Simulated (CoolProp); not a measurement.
Saturated liquid density (kg/m³) of p-xylene: the reference equation beside estimates from Tc = 616.2 K, pc = 3532 kPa, ω = 0.324.

Model: reference Helmholtz-energy equation of state, Zhou 2012, in CoolProp.

| T (K) | reference | van der Waals | Soave-Redlich-Kwong |
|---|---|---|---|
| 361.8 | 800.2 | … | … |
| 381.9 | 781.6 | 444.9 | 681.6 |
| 402 | 762.4 | … | 664.8 |
| 422 | 742.4 | … | 646.6 |
| 442.1 | 721.5 | 411.2 | 626.6 |
| 462.2 | 699.4 | … | 604.7 |
| 482.3 | 675.9 | 384.9 | 580.5 |
| 502.4 | … | 370.0 | 553.6 |
| 522.5 | … | 353.7 | … |

### Question
What belongs in the gaps?

### Answer

- 361.8, van der Waals: 455.0
- 361.8, Soave-Redlich-Kwong: 697.0
- 402, van der Waals: 434.3
- 422, van der Waals: 423.1
- 462.2, van der Waals: 398.5
- 502.4, reference: 650.5
- 522.5, reference: 622.7
- 522.5, Soave-Redlich-Kwong: 523.3

Absolute difference from the reference over all 9 rows, mean and median: van der Waals 43.1 and 43.1 %, Soave-Redlich-Kwong 13.7 and 13.2 %.
